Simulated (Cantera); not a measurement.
Input: 1 mol SiF₄, 0.38 mol O₃, 5.1 mol N₂, 0.12 mol N₂O, at 1277 °C and 12.0 mbar.

Method: chemical equilibrium by Gibbs-energy minimisation in Cantera with the NASA 1993 tables (ideal gas, pure condensed phases). Candidate condensed phases: Si, SiO₂, Si₂N₂O, Si₃N₄; 28 gas species. Rates play no part.

Base state: N₂ 0.762, SiF₄ 0.146, O₂ 0.0915, NO 0.00101, O 2.16e-5 (mole fractions); condensed: gas only.

### Question
What changes in the equilibrium state with this change: O₃ from 0.38 to 0.062 mol?

### Answer
| species | before | after |
|---|---|---|
| N₂ | 0.762 | 0.819 |
| SiF₄ | 0.146 | 0.157 |
| O₂ | 0.0915 | 0.0237 |
| O | 2.16e-5 | 1.10e-5 |
| NO | 0.00101 | 0.000531 |
